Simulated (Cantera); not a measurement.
Equilibrium for silicon oxide and oxynitride deposition: SiH4 + N2O + H2 + O2

A closed system holds: 1 mol SiH4, 0.46 mol N2O, 37 mol H2, 0.29 mol O2, equilibrated at 627 °C and 8.25 Torr.

These are equilibrium values from Cantera (NASA tables, ideal gas, pure condensed phases), not measurements of a reactor. Candidate condensed phases: H2O, Si, SiO2, Si2N2O, Si3N4; 35 gas species. Equilibrium is a limit: real reactors are often held back by kinetics, nucleation or transport.

| Quantity | Value |
|---|---|
| x(H2) | 0.996 |
| x(N2) | 0.00358 |
| x(H2O) | 2.88e-6 |
| n(SiO2(β-quartz)) | 0.360 mol |
| n(Si2N2O(s)) | 0.320 mol |
| gas amount | 39.14 mol |
| log10 activity of Si(s) (absent) | -9.33 |
